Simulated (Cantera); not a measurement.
A perfectly stirred reactor is fed with C₂H₆ : H₂ = 1 : 6.1 (molar parts), at 120 Torr; it is held at 1448 K, and followed from long to short residence time.

Cantera simulation using GRI-Mech 3.0 (53 species, 325 reactions); the numbers are that mechanism's predictions, not measurements. GRI-Mech 3.0 stops at C3 and has no aromatics, soot or wall deposition, so with more carbon than oxygen in the feed, carbon stays in small species such as C2H2 where larger ones or solid carbon would form.

One state of this run: x C₂H₆ = 0.00110; x H₂ = 0.852; x CH₂ = 1.76e-8; x C₂H₂ = 0.0727; x CH₄ = 0.0590. x: mole fraction; the columns are a selection and need not sum to one.

Q: Which value of τ (s) does it belong to?
A) 0.27
B) 0.088
C) 0.0031
D) 0.0095

A: B, 0.088
